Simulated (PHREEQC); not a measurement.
Solution (55 °C): 0.11 mol/kgw H2SO4, 0.15 mol/kgw CaCl2 and 0.16 mol/kgw CuCl2. Closed to the air; pH follows from the charge balance.

Computed with PHREEQC (ion-association model, wateq4f.dat).

No solid was allowed to form.

### Question
Order these Cl species by the share of Cl that they hold, largest first: CuCl+, CuCl2, Cl-.

### Answer
Cl- (85 %), CuCl+ (12 %), CuCl2 (2.7 %)

### Question
Order these S species by the share of S that they hold, largest first: CaSO4, CuSO4, SO4-2, HSO4-, CaHSO4+.

### Answer
HSO4- (58 %), CaHSO4+ (16 %), SO4-2 (11 %), CaSO4 (10 %), CuSO4 (5.0 %)

The pH is 0.99 and the ionic strength 0.820 mol/kgw. The solution is supersaturated, for example in Gypsum, so a real one may precipitate; this is no full list. The ionic strength is past about 0.7 mol/kgw, beyond the range of this activity model, so the values are rough. Away from 25 °C the constants follow the database's enthalpies or fits; those with neither stay at their 25 °C values.
